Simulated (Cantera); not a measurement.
An isothermal, constant-pressure homogeneous reactor starts with H₂ : O₂ : N₂ = 0.48 : 0.65 : 5.5 (molar parts), at 1300 K and 97.5 Torr.

Model: the H2/O2 subset of GRI-Mech 3.0, which has no nitrogen chemistry, integrated in Cantera. The temperature is held fixed by assumption; the heat of reaction is taken as removed at once.

One state of this run: x H₂ = 1.72e-5; x O₂ = 0.0641; x HO₂ = 3.31e-7; x OH = 0.000170; x H₂O = 0.0750; x H₂O₂ = 3.89e-8; x H = 2.78e-6. x: mole fraction; the columns are a selection and need not sum to one.

Problem. Which value of t (s) does it belong to?
A) 0.0447
B) 4.00e-6
C) 0.00200
D) 8.94e-5

Solution. A, 0.0447
